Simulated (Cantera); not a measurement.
# Stirred combustor or abatement burner

A perfectly stirred reactor is fed with 4.02 % C3H8, 15.5 % O2, 80.5 % N2, equivalence ratio 1.3, at 101000 Pa; it is adiabatic with a 400 K inlet, and is followed from long to short residence time, starting on the burning branch (τ in s: 0.091, 0.029, 0.0095, 0.0031, 0.00099, 0.00032, 0.0001, 3.3e-05, 1.1e-05).

Computed with Cantera and GRI-Mech 3.0 (53 species, 325 reactions). GRI-Mech 3.0 was tuned for natural gas; its chemistry of propane as a main component is partial and can be far from experiment.

```tsv
τ (s)	T (K)	x C3H8	x O2	x CH2	x CH3	x O
0.091	1876	6.83e-7	0.000128	5.42e-7	1.41e-5	1.65e-5
0.029	1868	1.55e-6	0.000271	1.14e-6	2.27e-5	3.96e-5
0.0095	1856	3.56e-6	0.000573	2.35e-6	3.97e-5	8.21e-5
0.0031	1839	8.88e-6	0.00126	4.99e-6	7.87e-5	0.000149
0.00099	1809	2.54e-5	0.00309	1.11e-5	0.000176	0.000243
0.00032	1717	0.000108	0.0103	2.43e-5	0.000471	0.000321
0.00010	400	0.0402	0.155	<1e-12	<1e-12	<1e-12
3.3e-5	400	0.0402	0.155	<1e-12	<1e-12	<1e-12
1.1e-5	400	0.0402	0.155	<1e-12	<1e-12	<1e-12
```
x: mole fraction; the columns are a selection and need not sum to one.
